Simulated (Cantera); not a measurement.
Cantera run, input and output.

```python
import numpy as np
import cantera as ct

gas = ct.Solution("gri30.yaml")
gas.TPX = 1348, 93000, {'N2O': 1, 'H2O': 0.005}
reactor = ct.IdealGasConstPressureReactor(gas, energy="off", clone=False)
net = ct.ReactorNet([reactor])
net.rtol, net.atol = 1e-08, 1e-18
show = ['N2O', 'H2O', 'NO', 'H', 'H2O2', 'O', 'N2']
times = np.geomspace(6e-05, 70, 10)

steps = ct.SolutionArray(gas, extra=["t"])
rows = []
print(f"{'t/s':>10s}{'T/K':>9s}{'P/Pa':>11s}" + "".join(f"{s:>11s}" for s in show))
for t in times:
    while net.time < t:
        t_next = net.step()
        steps.append(gas.state, t=t_next)
    rows.append([np.interp(t, steps.t, y) for y in (steps.T, steps.P, *steps(*show).X.T)])
    print(f"{t:10.3e}{rows[-1][0]:9.1f}{rows[-1][1]:11.4g}" + "".join(f"{x:11.3e}" for x in rows[-1][2:]))
rate = np.gradient(steps.T, steps.t)
print("integrator steps:", len(steps.t))
if steps.T.max() > steps.T[0] + 200:
    print(f"time of steepest temperature rise: {steps.t[rate.argmax()]:.4e} s")
gas.TPX = 1348, 93000, {'N2O': 1, 'H2O': 0.005}
gas.equilibrate("TP")
print(f"equilibrium (TP): T = {gas.T:.1f} K  " + "  ".join(f"{s} {gas[s].X[0]:.3e}" for s in show))
```

Output:

```
       t/s      T/K       P/Pa        N2O        H2O         NO          H       H2O2          O         N2
 6.000e-05   1348.0    9.3e+04  9.944e-01  4.973e-03  6.385e-05  1.095e-09  1.592e-10  1.350e-05  3.562e-04
 2.833e-04   1348.0    9.3e+04  9.922e-01  4.964e-03  3.151e-04  4.602e-09  1.636e-08  1.343e-05  1.726e-03
 1.338e-03   1348.0    9.3e+04  9.817e-01  4.941e-03  1.429e-03  9.203e-09  1.939e-08  1.327e-05  8.196e-03
 6.316e-03   1348.0    9.3e+04  9.341e-01  4.861e-03  6.389e-03  1.049e-08  8.601e-09  1.275e-05  3.746e-02
 2.982e-02   1348.0    9.3e+04  7.493e-01  4.553e-03  2.562e-02  1.097e-08  6.948e-09  1.185e-05  1.512e-01
 1.408e-01   1348.0    9.3e+04  3.217e-01  3.846e-03  6.625e-02  8.717e-09  4.750e-09  8.760e-06  4.164e-01
 6.649e-01   1348.0    9.3e+04  2.593e-02  3.362e-03  8.298e-02  1.051e-09  9.442e-10  1.747e-06  6.055e-01
 3.140e+00   1348.0    9.3e+04  6.629e-06  3.322e-03  8.236e-02  8.631e-11  1.353e-10  2.300e-07  6.231e-01
 1.482e+01   1348.0    9.3e+04  1.932e-06  3.322e-03  8.220e-02  8.619e-11  1.351e-10  2.297e-07  6.232e-01
 7.000e+01   1348.0    9.3e+04  1.898e-06  3.322e-03  8.148e-02  8.616e-11  1.352e-10  2.299e-07  6.236e-01
integrator steps: 1616
equilibrium (TP): T = 1348.0 K  N2O 3.564e-08  H2O 3.320e-03  NO 6.208e-04  H 8.325e-11  H2O2 1.443e-10  O 2.453e-07  N2 6.641e-01
```

Cantera simulation using GRI-Mech 3.0 (53 species, 325 reactions); the numbers are that mechanism's predictions, not measurements. GRI-Mech 3.0 was tuned for natural gas; its chemistry of N2O as a main component is partial and can be far from experiment. The mechanism lacks the step 2 NO + O2 → 2 NO2, which can matter for NO2 below about 1400 K. The temperature is held fixed by assumption; the heat of reaction is taken as removed at once.
